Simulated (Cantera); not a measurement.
An adiabatic, constant-volume homogeneous reactor starts with CH4 : H2 : O2 : N2 = 1 : 0.066 : 2.67 : 10.1 (molar parts), equivalence ratio 0.76, at 1350 K and 1130 Torr.

Cantera simulation using GRI-Mech 3.0 (53 species, 325 reactions); the numbers are that mechanism's predictions, not measurements.

### Question
Predict: time of steepest temperature rise; temperature at 4.00 s; equilibrium temperature; x(H2) at 4.00 s; x(O2) at 4.00 s; x(HO2) at 4.00 s.

### Answer
```json
{
  "time_of_steepest_temperature_rise": "2.39 ms",
  "temperature at 4.00 s": "2778 K",
  "equilibrium_temperature": "2778 K",
  "x(H2) at 4.00 s": "0.00695 (gas-phase equilibrium 0.00695)",
  "x(O2) at 4.00 s": "0.0438 (gas-phase equilibrium 0.0438)",
  "x(HO2) at 4.00 s": "1.28e-5 (gas-phase equilibrium 1.28e-5)"
}
```
